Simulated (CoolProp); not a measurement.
Computed with CoolProp (reference Helmholtz-energy equation of state, Gao 2016).

Q: For sulfur dioxide, give the phase and the density (kg/m³), Joule-Thomson coefficient (K/MPa), expansivity (1/kK) at 251.85 °C and 72.8 bar.

A: 
- 251.85 °C and 72.8 bar: gas; density 128, Joule-Thomson coefficient 7.08, expansivity 3.60
